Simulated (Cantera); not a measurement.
# Thermodynamics of aluminium nitride and oxide growth, feed Al + N2O + H2

Input: 1 mol Al, 35 mol N2O, 210 mol H2, equilibrated at 902 °C and 0.00340 bar.

These are equilibrium values from Cantera (NASA tables, ideal gas, pure condensed phases), not measurements of a reactor. Candidate condensed phases: Al, AlN, Al2O3, H2O; 35 gas species. The numbers say what is thermodynamically allowed, not how fast it happens.

```json
{
  "x(H2)": "0.720",
  "x(N2)": "0.143",
  "x(H2O)": "0.137",
  "x(H)": "1.78e-6",
  "n(Al2O3(s))": "0.500 mol",
  "gas_amount": "245.0 mol",
  "log10 activity of Al(l) (absent)": "-15.70"
}
```
